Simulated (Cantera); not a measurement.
Input: 1 mol SiH2Cl2, 48 mol NH3, 4.2 mol N2, equilibrated at 627 °C and 0.00133 bar.

Equilibrium computed with Cantera from the NASA thermochemical tables; the gas is ideal and each condensed phase is pure. Kinetics and transport are ignored.

```
species         before     after
-------------  -------  --------
H2               0.709     0.703
N2               0.271     0.275
HCl             0.0197    0.0166
H              2.70e-9   0.00332
SiCl2            <1e-9   0.00141
Si               <1e-9  0.000493
Cl               <1e-9   6.10e-5
SiCl             <1e-9   5.85e-5
SiH              <1e-9   2.35e-5
Si2N             <1e-9   1.04e-5
Si3N4(s), mol    0.333         0
Si(l), mol           0     0.793
```
Gas species are given as mole fractions.

Task: Name the change that produced these shifts.
(A) NH3 from 48 to 0.68 mol
(B) temperature from 627 °C to 1502 °C
(C) temperature from 627 °C to 1425 °C
(D) SiH2Cl2 replaced by Si2Cl6

Result: C, temperature from 627 °C to 1425 °C. The tables' values for SiCl are old estimates; treat these amounts as uncertain
